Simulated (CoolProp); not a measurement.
Vapour-liquid equilibrium of R125 (1) + R115 (2) at 214.3 K; x and y are mole fractions of (1).

Model: multi-fluid Helmholtz-energy mixture model, Lemmon 2005 and Lemmon 2016; pair parameters Bell 2016, in CoolProp.

```tsv
x	bubble pressure (bar)	y at the bubble point	dew pressure at overall composition x (bar)	liquid density (mol/L)
0.05	0.4243	0.138	0.3974	10.53
0.15	0.4870	0.315	0.4282	10.71
0.25	0.5310	0.427	0.4627	10.90
0.35	0.5619	0.508	0.5005	11.11
0.45	0.5837	0.572	0.5400	11.33
0.55	0.5987	0.630	0.5766	11.57
0.65	0.6080	0.688	0.6026	11.83
0.75	0.6115	0.751	0.6115	12.11
0.85	0.6076	0.827	0.6051	12.42
0.95	0.5926	0.931	0.5890	12.75
```

y crosses x between x = 0.75 and 0.85: the model has an azeotrope there.

Pair parameters are fitted to limited data, so mixtures are less certain than the pure fluids.
